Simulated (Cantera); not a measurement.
Feed: 1 mol AlCl3, 0.92 mol O2, 12 mol N2, 3.6 mol HCl, at 1.05 Torr.

Equilibrium computed with Cantera from the NASA thermochemical tables; the gas is ideal and each condensed phase is pure. Candidate condensed phases: Al, AlCl3, AlN, Al2O3, H2O, NH4Cl; 45 gas species. Condensed phases not in the tables: AlOCl. Rates play no part.

At 850 K, list the 4 most abundant gas species with their mole fractions, and the condensed phases.

N2 0.695, HCl 0.205, Cl2 0.0888, O2 0.00887. Condensed: Al2O3(s).
